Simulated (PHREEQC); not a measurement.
Solution (13 °C): 0.2 mol/kgw HCl and 0.0627 mol/kgw FeSO4. It is in equilibrium with CO2 at log p = -3.4 (atm). Otherwise closed; pH follows from the charge balance.

Computed with PHREEQC (ion-association model, wateq4f.dat).

No solid was allowed to form.

What pH does the model give?

pH 0.92.

In which forms is S present?

HSO4- 62 %, SO4-2 19 %, FeHSO4+ 9.9 %, FeSO4 8.7 % of the S.

Complexes and solids missing from the database can't appear. Constants without temperature data keep their 25 °C values here.
